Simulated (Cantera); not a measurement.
Input: 1 mol Ta(OEt)₅, 0.013 mol H₂O, 8.1 mol H₂, equilibrated at 1875 °C and 14.0 mbar.

Cantera equilibrium calculation (NASA polynomials, part measured and part estimated; ideal gas, pure solids and liquids). Candidate condensed phases: C, C₆H₆, C₇H₈, C₈H₁₈, H₂O, Ta, TaC, Ta₂O₅; 113 gas species. The feed counts by its element totals alone. TaC: taken at fixed stoichiometry. Condensed phases not in the tables: Ta₂C. Rates play no part.

Base state: H₂ 0.775, CO 0.193, H 0.0310, C₂H₂ (acetylene) 0.00149 (mole fractions); condensed: C(graphite) + TaC(s).

Problem. What changes in the equilibrium state with this change: pressure from 14.0 mbar to 4.10 mbar?

Solution. 
| species | before | after |
|---|---|---|
| H₂ | 0.775 | 0.752 |
| CO | 0.193 | 0.190 |
| H | 0.0310 | 0.0565 |
| C₂H₂ (acetylene) | 0.00149 | 0.00144 |
| C(graphite), mol | 3.91 | 3.91 |
| TaC(s), mol | 1.00 | 1.00 |
